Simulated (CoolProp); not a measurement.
R1224YDZ along the isobar 0.612 MPa: Z from the reference equation and from simpler models built on Tc = 155.5 °C, pc = 3.334 MPa, ω = 0.325; each cubic takes its own stable root.

Model: reference Helmholtz-energy equation of state, Akasaka 2023, in CoolProp.

```
T (°C)    phase  reference
-------  ------  ---------
-100.25  liquid    0.03784
-74.45   liquid    0.03418
-48.75   liquid    0.03146
-22.95   liquid    0.02941
2.85     liquid    0.02788
28.65    liquid    0.02680
54.35    liquid    0.02616
80.15       gas     0.8558
```

Q: How far does each simpler model (van der Waals, Redlich-Kwong, Soave-Redlich-Kwong) lie from the reference over these 8 states: mean and median of the absolute difference, and the worst?

A: 
- van der Waals: mean 843.7 %, median 72.4 %, worst +3283.8 % at 54.35 °C and 0.612 MPa
- Redlich-Kwong: mean 15.3 %, median 16.5 %, worst +19.7 % at 54.35 °C and 0.612 MPa
- Soave-Redlich-Kwong: mean 11.3 %, median 12.2 %, worst +14.9 % at -100.25 °C and 0.612 MPa

At some of these states van der Waals gives the other phase, because its saturation line lies elsewhere.
